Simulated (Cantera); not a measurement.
**Adiabatic ignition**

An adiabatic, constant-volume homogeneous reactor starts with 17.4 % CO, 2.79 % H₂, 4.70 % CH₄, 15.0 % O₂, 56.4 % N₂, 3.66 % CO₂, at 1648 K and 2250 Torr.

Computed with Cantera and GRI-Mech 3.0 (53 species, 325 reactions). Above 3000 K some thermodynamic fits are extrapolated.

```csv
t (s),T (K),P (bar),x CO,x H₂,x CH₄,x OH,x N₂O,x CH₃,x C₂H
1.00e-6,1648,3.00,0.174,0.0279,0.0470,3.45e-7,4.33e-12,3.79e-6,<1e-12
2.89e-6,1648,3.00,0.174,0.0279,0.0470,8.09e-7,2.36e-11,1.87e-5,<1e-12
8.38e-6,1648,3.00,0.174,0.0278,0.0469,3.73e-6,1.66e-10,0.000130,<1e-12
2.42e-5,1677,3.05,0.174,0.0275,0.0421,8.05e-5,4.65e-9,0.00173,1.40e-10
7.02e-5,3018,5.43,0.136,0.0138,<1e-12,0.0203,1.15e-6,<1e-12,<1e-12
0.000203,3012,5.41,0.136,0.0140,<1e-12,0.0192,1.25e-6,<1e-12,<1e-12
0.000588,3006,5.40,0.136,0.0142,<1e-12,0.0187,1.33e-6,<1e-12,<1e-12
0.00170,3006,5.40,0.136,0.0142,<1e-12,0.0187,1.33e-6,<1e-12,<1e-12
0.00492,3006,5.40,0.136,0.0142,<1e-12,0.0187,1.33e-6,<1e-12,<1e-12
0.0143,3006,5.40,0.136,0.0142,<1e-12,0.0187,1.33e-6,<1e-12,<1e-12
0.0412,3006,5.40,0.136,0.0142,<1e-12,0.0187,1.33e-6,<1e-12,<1e-12
0.119,3006,5.40,0.136,0.0142,<1e-12,0.0187,1.33e-6,<1e-12,<1e-12
0.346,3006,5.40,0.136,0.0142,<1e-12,0.0187,1.33e-6,<1e-12,<1e-12
1.00,3006,5.40,0.136,0.0142,<1e-12,0.0187,1.33e-6,<1e-12,<1e-12
```
x: mole fraction; the columns are a selection and need not sum to one.

```yaml
time_of_steepest_temperature_rise: 35.5 µs
temperature at 1.00 s: 3006 K
equilibrium_temperature: 3006 K
x(CO) at 1.00 s: 0.136 (gas-phase equilibrium 0.136)
x(H₂) at 1.00 s: 0.0142 (gas-phase equilibrium 0.0142)
x(CH₄) at 1.00 s: <1e-12 (gas-phase equilibrium <1e-12)
```
